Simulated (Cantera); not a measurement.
A closed system holds: 1 mol B2O3, 19 mol NH3, 0.13 mol H2.

Method: chemical equilibrium by Gibbs-energy minimisation in Cantera with the NASA 1993 tables (ideal gas, pure condensed phases). Candidate condensed phases: B, BN, B2O3, B3O3H3, H2O; 39 gas species. Mutual solubility and eutectic melting of coexisting phases are not modelled. Equilibrium is a limit: real reactors are often held back by kinetics, nucleation or transport.

### Question
What condenses at these points (T in K, P in Pa): (1773, 22000); (1723, 100000); (1723, 4600); (1373, 10); (1573, 4600); (1723, 10); (1573, 1000)?

### Answer
```
T (K)  P in Pa  condensed phases  B condensed (%)
-----  -------  ----------------  ---------------
1773     22000                BN              1.6
1723    100000         BN + B2O3             74.8
1723      4600          gas only              0.0
1373        10              B2O3             11.3
1573      4600         BN + B2O3             70.8
1723        10          gas only              0.0
1573      1000         BN + B2O3             18.2
```
